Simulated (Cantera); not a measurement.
Feed: 1 mol Ta2O5, 1.6 mol CH4, 1.5 mol H2, held at 2.30 bar.

Cantera equilibrium calculation (NASA polynomials, part measured and part estimated; ideal gas, pure solids and liquids). Candidate condensed phases: C, C6H6, C7H8, C8H18, H2O, Ta, TaC, Ta2O5; 113 gas species. Mutual solubility and eutectic melting of coexisting phases are not modelled. TaC: taken at fixed stoichiometry. Condensed phases not in the tables: Ta2C. Kinetics and transport are ignored.

x: gas mole fraction; n: condensed amount in mol.

| T (°C) | x H2 | x CO | x CH4 | x H | x H2O | n C(graphite) | n TaC(s) | n Ta2O5(s) | n Ta2O5(l) |
|---|---|---|---|---|---|---|---|---|---|
| 750 | 0.869 | 0.000355 | 0.130 | 2.54e-9 | 0.000194 | 1.06 | 0.000915 | 1.000 | 0 |
| 900 | 0.947 | 0.0121 | 0.0401 | 7.56e-8 | 0.000937 | 1.34 | 0.0239 | 0.988 | 0 |
| 1050 | 0.806 | 0.181 | 0.0101 | 9.39e-7 | 0.00246 | 0.0931 | 0.419 | 0.791 | 0 |
| 1200 | 0.801 | 0.194 | 0.000991 | 7.47e-6 | 0.00328 | 0 | 0.461 | 0.769 | 0 |
| 1350 | 0.801 | 0.194 | ? | ? | ? | 0 | 0.464 | 0.768 | 0 |
| 1500 | 0.801 | 0.194 | ? | ? | ? | 0 | 0.466 | 0.767 | 0 |
| 1650 | 0.800 | 0.194 | 8.03e-6 | 0.000555 | 0.00554 | 0 | 0.467 | 0.767 | 0 |
| 1800 | 0.798 | 0.194 | 2.64e-6 | 0.00155 | 0.00617 | 0 | 0.468 | 0 | 0.766 |
| 1950 | 0.796 | 0.193 | 1.08e-6 | 0.00377 | 0.00634 | 0 | 0.468 | 0 | 0.766 |
| 2100 | 0.792 | 0.193 | 4.99e-7 | 0.00820 | 0.00644 | 0 | 0.468 | 0 | 0.766 |

Fill in the missing entries.


- 1350, x CH4: 0.000146
- 1350, x H: 4.08e-5
- 1350, x H2O: 0.00406
- 1500, x CH4: 3.01e-5
- 1500, x H: 0.000168
- 1500, x H2O: 0.00482
